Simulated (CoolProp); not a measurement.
Vapour pressure (MPa) of toluene: the reference equation beside estimates from Tc = 591.7 K, pc = 4.126 MPa, ω = 0.266. Clausius-Clapeyron is anchored at 349 K with a constant enthalpy of vaporisation of 35.25 kJ/mol.

Computed with CoolProp (reference Helmholtz-energy equation of state, Lemmon 2006). It is a short technical equation, of lower accuracy than the large ones.

```csv
T (K),reference,Lee-Kesler,Clausius-Clapeyron,van der Waals,Redlich-Kwong,Soave-Redlich-Kwong,Peng-Robinson
320.7,0.01106,0.01053,0.01150,0.1941,0.02664,0.01073,0.01128
324.8,0.01318,0.01258,0.01359,0.2102,0.03107,0.01280,0.01340
328.8,0.01556,0.01488,0.01593,0.2267,0.03594,0.01513,0.01579
332.9,0.01836,0.01760,0.01868,0.2446,0.04154,0.01788,0.01858
336.9,0.02147,0.02064,0.02173,0.2630,0.04763,0.02093,0.02169
341,0.02510,0.02419,0.02527,0.2828,0.05458,0.02450,0.02530
345,0.02910,0.02812,0.02919,0.3031,0.06209,0.02844,0.02929
349,0.03361,0.03255,0.03361,0.3244,0.07038,0.03289,0.03377
353.1,0.03880,0.03767,0.03870,0.3472,0.07973,0.03802,0.03894
357.1,0.04447,0.04328,0.04427,0.3705,0.08974,0.04363,0.04457
361.2,0.05095,0.04971,0.05066,0.3955,0.1010,0.05006,0.05101
365.2,0.05798,0.05670,0.05761,0.4210,0.1129,0.05704,0.05799
369.3,0.06597,0.06466,0.06554,0.4482,0.1262,0.06499,0.06592
373.3,0.07458,0.07326,0.07412,0.4759,0.1404,0.07357,0.07448
377.4,0.08432,0.08300,0.08385,0.5054,0.1560,0.08328,0.08414
```

Absolute difference from the reference over all 15 rows, mean and median: Lee-Kesler 3.2 and 3.2 %, Clausius-Clapeyron 1.1 and 0.6 %, van der Waals 943.0 and 865.2 %, Redlich-Kwong 110.7 and 109.4 %, Soave-Redlich-Kwong 2.1 and 2.1 %, Peng-Robinson 0.7 and 0.5 %.
